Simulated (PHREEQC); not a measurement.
Solution (40 °C): 54 mmol/kgw H2SO4 and 2 mmol/kgw ZnSO4. Closed to the air; pH follows from the charge balance.

All values are PHREEQC results (ion-association model, phreeqc.dat), not measurements.

```
Property                       Value
--------------------  --------------
pH                              1.27
ionic strength        0.0805 mol/kgw
specific conductance     30400 µS/cm
density                  0.996 g/cm³
total alkalinity         -108 meq/kg
```

```
species     molality  activity   log γ
----------  --------  --------  ------
H+            0.0646    0.0537  -0.081
HSO4-         0.0434    0.0342  -0.103
SO4-2         0.0119   0.00464  -0.408
Zn+2         0.00132  0.000521  -0.405
ZnSO4       0.000621  0.000633   0.008
Zn(SO4)2-2   5.53e-5   2.14e-5  -0.413
```

This is a speciation only: nothing precipitates in the calculation. Complexes and solids missing from the database can't appear. Away from 25 °C the constants follow the database's enthalpies or fits; those with neither stay at their 25 °C values.
